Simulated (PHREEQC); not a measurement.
Reverse-osmosis permeate

Model water analysis in mg/L, 25 °C, pH 5.74, pe -1.7: Na 0.0717; K 0.24; Ca 1.56; Mg 0.233; Cl 2.2; S(6) as SO4 0.0951; Alkalinity as HCO3 2.7; Ba 0.367.

Valence states are taken as typed.

Equilibrium calculation in PHREEQC: ion-association model, phreeqc.dat.

This is a speciation only: nothing precipitates in the calculation.

Question: What charge-balance error does the model give?

Answer: charge-balance error 1.5 %.

Question: In which forms is C present?

Answer: CO2 80 %, HCO3- 20 % of the C.
